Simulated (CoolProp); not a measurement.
A single-stage vapour-compression cycle with R410A: evaporating at 233.15 K (dew point), condensing at 268.15 K (bubble point), superheat 10 K, subcooling 0 K, compressor efficiency 0.75, no pressure losses. Each further row changes one setting.

Values from CoolProp's reference Helmholtz-energy equation of state, Lemmon 2003. It is a pseudo-pure fit of the blend.

```tsv
case	cooling COP	pressure ratio	discharge temperature (K)	refrigerating effect (kJ/kg)	volumetric capacity (kJ/m³)
as stated	4.21	3.89	315.8	221	1460
evaporating temperature 238.15 K	5.12	3.12	309.2	224	1830
condensing temperature 263.15 K	5.03	3.29	306.3	228	1510
subcooling 5 K	4.35	3.89	315.8	228	1510
superheat 20 K	4.16	3.89	327.4	229	1450
compressor efficiency 0.65	3.65	3.89	324.4	221	1460
```
